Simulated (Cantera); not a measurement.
A closed system holds: 1 mol n-butane, 0.3 mol NH3, 1.5 mol H2, held at 1525 K and 1.00 Torr.

Cantera equilibrium calculation (NASA polynomials, part measured and part estimated; ideal gas, pure solids and liquids). Candidate condensed phases: C, C6H6, C7H8, C8H18; 92 gas species. Equilibrium is a limit: real reactors are often held back by kinetics, nucleation or transport.

Base state: H2 0.978, N2 0.0210, H 0.000641, HCN 0.000180, C2H2 (acetylene) 1.18e-5 (mole fractions); condensed: C(graphite).

**Question.** What changes in the equilibrium state with this change: temperature from 1525 K to 2350 K?

**Answer.** 
| species | before | after |
|---|---|---|
| H2 | 0.978 | 0.691 |
| H | 0.000641 | 0.284 |
| N2 | 0.0210 | 0.0154 |
| CN | <1e-9 | 9.29e-5 |
| C2H | <1e-9 | 8.01e-5 |
| C3 | <1e-9 | 3.10e-5 |
| C | <1e-9 | 1.39e-5 |
| C2H2 (acetylene) | 1.18e-5 | 0.00381 |
| C(graphite), mol | 4.00 | 3.89 |

**Question.** What changes in the equilibrium state with this change: temperature from 1525 K to 2250 K?

**Answer.** 
| species | before | after |
|---|---|---|
| H2 | 0.978 | 0.795 |
| H | 0.000641 | 0.181 |
| N2 | 0.0210 | 0.0170 |
| CN | <1e-9 | 3.65e-5 |
| C2H | <1e-9 | 2.41e-5 |
| C2H2 (acetylene) | 1.18e-5 | 0.00266 |
| HNC | 3.30e-6 | 0.000348 |
| C(graphite), mol | 4.00 | 3.92 |

**Question.** What changes in the equilibrium state with this change: temperature from 1525 K to 3000 K?

**Answer.** 
```csv
species,before,after
H,0.000641,0.841
C3,<1e-9,0.0667
H2,0.978,0.0378
C,<1e-9,0.0250
C2,<1e-9,0.0103
N2,0.0210,0.00639
CN,<1e-9,0.00470
C2H,<1e-9,0.00390
C5,<1e-9,0.000529
"C(graphite), mol",4.00,0
```
